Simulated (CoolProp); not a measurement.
Vapour-liquid equilibrium of n-hexane (1) + m-xylene (2) at 0.0198 bar; x and y are mole fractions of (1).

Values from CoolProp's multi-fluid Helmholtz-energy mixture model, Thol 2019 and Zhou 2012; pair parameters Bell 2016.

Q: Give the bubble temperature and the first vapour's composition at x = 0.2, 0.35, 0.95. Is there an azeotrope?

A: x = 0.2: 275.8 K, y = 0.892; x = 0.35: 266.2 K, y = 0.957; x = 0.95: 254.7 K, y = 0.997. No azeotrope shows between x = 0.05 and 0.95.

Pair parameters are fitted to limited data, so mixtures are less certain than the pure fluids.
